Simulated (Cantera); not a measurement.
**SiHCl3 + N2 + H2 (silicon nitride deposition)**

A closed system holds: 1 mol SiHCl3, a varied amount of N2, 3.7 mol H2, at 1975 K and 0.100 bar.

These are equilibrium values from Cantera (NASA tables, ideal gas, pure condensed phases), not measurements of a reactor. Candidate condensed phases: NH4Cl, Si, Si3N4; 28 gas species. The tables' values for SiCl3, SiCl, SiN are old estimates; treat these amounts as uncertain. Gases not in the tables: Si2H6 and higher silanes. Equilibrium is a limit: real reactors are often held back by kinetics, nucleation or transport.

From 0.94 mol N2 to 38 mol N2 the condensed part is Si(l). The main Si-bearing gas is SiCl2 throughout.

```json
[
 {"n(N2) (mol)": "0.94", "log p N2": "-1.85", "log p H2": "-1.26", "log p HCl": "-1.76", "log p SiCl2": "-1.87", "log p H": "-3.50", "log p SiCl3": "-3.60", "n Si(l)": "0.0785"},
 {"n(N2) (mol)": "1.4", "log p N2": "-1.71", "log p H2": "-1.29", "log p HCl": "-1.79", "log p SiCl2": "-1.90", "log p H": "-3.51", "log p SiCl3": "-3.65", "n Si(l)": "0.0781"},
 {"n(N2) (mol)": "2.1", "log p N2": "-1.57", "log p H2": "-1.33", "log p HCl": "-1.83", "log p SiCl2": "-1.94", "log p H": "-3.53", "log p SiCl3": "-3.71", "n Si(l)": "0.0775"},
 {"n(N2) (mol)": "3.2", "log p N2": "-1.44", "log p H2": "-1.39", "log p HCl": "-1.89", "log p SiCl2": "-2.00", "log p H": "-3.56", "log p SiCl3": "-3.79", "n Si(l)": "0.0766"},
 {"n(N2) (mol)": "4.9", "log p N2": "-1.34", "log p H2": "-1.47", "log p HCl": "-1.97", "log p SiCl2": "-2.07", "log p H": "-3.60", "log p SiCl3": "-3.90", "n Si(l)": "0.0754"},
 {"n(N2) (mol)": "7.3", "log p N2": "-1.25", "log p H2": "-1.56", "log p HCl": "-2.05", "log p SiCl2": "-2.16", "log p H": "-3.64", "log p SiCl3": "-4.04", "n Si(l)": "0.0738"},
 {"n(N2) (mol)": "11", "log p N2": "-1.18", "log p H2": "-1.67", "log p HCl": "-2.16", "log p SiCl2": "-2.27", "log p H": "-3.70", "log p SiCl3": "-4.20", "n Si(l)": "0.0715"},
 {"n(N2) (mol)": "17", "log p N2": "-1.13", "log p H2": "-1.80", "log p HCl": "-2.30", "log p SiCl2": "-2.40", "log p H": "-3.76", "log p SiCl3": "-4.40", "n Si(l)": "0.0680"},
 {"n(N2) (mol)": "25", "log p N2": "-1.09", "log p H2": "-1.93", "log p HCl": "-2.43", "log p SiCl2": "-2.53", "log p H": "-3.83", "log p SiCl3": "-4.59", "n Si(l)": "0.0636"},
 {"n(N2) (mol)": "38", "log p N2": "-1.06", "log p H2": "-2.08", "log p HCl": "-2.58", "log p SiCl2": "-2.69", "log p H": "-3.91", "log p SiCl3": "-4.82", "n Si(l)": "0.0568"}
]
```
log p: log10 of the partial pressure in bar; n: condensed amount in mol.
